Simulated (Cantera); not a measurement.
Mixture: CH4 : CO : O2 : N2 = 1 : 0.098 : 3.94 : 14.8 (molar parts), at 1200000 Pa, adiabatic and at constant pressure. Ignition delay is the time to a rise of 400 K.

Detailed kinetics in Cantera: GRI-Mech 3.0 (53 species, 325 reactions). The pressure lies above the range GRI-Mech 3.0 was tuned for (to about 10 atm).

Question: What does this change do: pressure from 1200000 Pa to 100000 Pa?

Answer: 
| quantity | before | after |
|---|---|---|
| delay at 1250 K | 1.72 ms | 16.4 ms |
| delay at 1325 K | 0.730 ms | 6.16 ms |
| delay at 1400 K | 0.332 ms | 2.56 ms |
| delay at 1475 K | 0.161 ms | 1.18 ms |
| delay at 1550 K | 82.6 µs | 0.603 ms |
| delay at 1625 K | 44.7 µs | 0.335 ms |
| apparent activation energy between 1475 and 1625 K | 170 kJ/mol | 170 kJ/mol |
